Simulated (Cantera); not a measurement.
A freely propagating, adiabatic, planar premixed flame of H₂ : O₂ : N₂ = 1 : 0.549 : 2.07 (molar parts), equivalence ratio 0.91, unburnt at 650 K and 1.18 atm; mixture-averaged transport, grid criteria slope 0.08 and curve 0.16, no radiation.

Model: the H2/O2 subset of GRI-Mech 3.0, which has no nitrogen chemistry, integrated in Cantera. Burning velocities carry a grid error of a few per cent, more on coarse grids.

x: mole fraction of selected species; z is measured from the peak of heat release.

```tsv
z (mm)	T (K)	u (m/s)	x H₂	x O₂	x HO₂	x H₂O₂	x O	x H₂O
-1.15	650	8.17	0.276	0.152	<1e-8	<1e-8	<1e-8	<1e-8
-0.766	650	8.17	0.276	0.152	<1e-8	<1e-8	<1e-8	<1e-8
-0.575	650	8.17	0.276	0.152	1.01e-8	<1e-8	<1e-8	<1e-8
-0.383	650	8.17	0.276	0.152	6.91e-7	<1e-8	<1e-8	1.55e-7
-0.192	663	8.30	0.273	0.152	0.000228	2.72e-6	8.85e-6	0.000631
-0.0958	849	10.4	0.240	0.147	0.000217	1.29e-5	0.000406	0.0178
0	1284	15.2	0.135	0.106	0.000101	6.50e-6	0.00654	0.107
0.0958	1596	18.6	0.0559	0.0528	4.46e-5	3.22e-6	0.0139	0.198
0.192	1748	20.2	0.0416	0.0393	2.87e-5	1.84e-6	0.0147	0.221
0.383	1909	21.9	0.0384	…	…	…	…	0.234
0.766	2074	23.5	0.0347	0.0303	1.35e-5	5.75e-7	0.00981	0.247
1.53	2228	24.9	0.0289	0.0265	8.73e-6	3.87e-7	0.00684	0.262
3.06	2358	26.1	0.0220	0.0231	5.87e-6	3.07e-7	0.00436	0.276
```

Problem. Complete the blanks.

Solution. 
- 0.383, x O₂: 0.0343
- 0.383, x HO₂: 2.01e-5
- 0.383, x H₂O₂: 9.87e-7
- 0.383, x O: 0.0127
